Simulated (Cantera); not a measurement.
# Equilibrium for aluminium and copper etching: Cu + HF + H2

Input: 1 mol Cu, 3.7 mol HF, 6.2 mol H2.

Cantera equilibrium calculation (NASA polynomials, part measured and part estimated; ideal gas, pure solids and liquids). Candidate condensed phases: Cu, CuF2; 15 gas species. The numbers say what is thermodynamically allowed, not how fast it happens.

Stable condensed phases:

```
T in °C \ P in Pa
              1    4.2     18     75    320   1300   5600  24000 100000
   1250       A      A      B      B      B      B      B      B      B
   1225       A      A      B      B      B      B      B      B      B
   1200       A      A      B      B      B      B      B      B      B
   1175       A      B      B      B      B      B      B      B      B
   1150       A      B      B      B      B      B      B      B      B
   1125       A      B      B      B      B      B      B      B      B
   1100       B      B      B      B      B      B      B      B      B
   1075       B      B      B      B      B      B      B      B      B
   1050       B      B      B      B      B      B      B      B      B
   1025       B      B      B      B      B      B      B      B      B
   1000       B      B      B      B      B      B      B      B      B
    975       B      B      B      B      B      B      B      B      B
    950       B      B      B      B      B      B      B      B      B
```

A: gas only; B: Cu.
